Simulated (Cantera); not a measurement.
# Dilute partial oxidation

A perfectly stirred reactor is fed with 2.70 % CH3OH, 0.897 % O2, 96.4 % N2, equivalence ratio 4.5, at 5.13 atm; it is held at 1600 K, and followed from long to short residence time.

Cantera simulation using GRI-Mech 3.0 (53 species, 325 reactions); the numbers are that mechanism's predictions, not measurements. GRI-Mech 3.0 was tuned for natural gas; its chemistry of methanol as a main component is partial and can be far from experiment.

```
τ (s)     x CH3OH      x O2  x CH2CO     x NO    x CO
-------  --------  --------  -------  -------  ------
2.0       2.11e-6   1.81e-5  1.33e-7  1.43e-9  0.0216
0.85      3.97e-6   3.35e-5  1.82e-7  1.95e-9  0.0218
0.36      6.22e-6   5.13e-5  2.04e-7  3.28e-9  0.0222
0.15      8.13e-6   6.57e-5  1.87e-7  7.43e-9  0.0226
0.066     1.06e-5   8.48e-5  1.86e-7  1.89e-8  0.0228
0.028     1.59e-5  0.000125  2.35e-7  4.46e-8  0.0230
0.012     2.58e-5  0.000198  3.37e-7  8.75e-8  0.0231
0.0051    4.40e-5  0.000325  5.08e-7  1.47e-7  0.0233
0.0022    7.71e-5  0.000534  7.61e-7  2.10e-7  0.0235
0.00092  0.000145  0.000893  1.14e-6  2.55e-7  0.0236
0.00039  0.000297   0.00148  1.63e-6  2.39e-7  0.0236
```
x: mole fraction; the columns are a selection and need not sum to one.
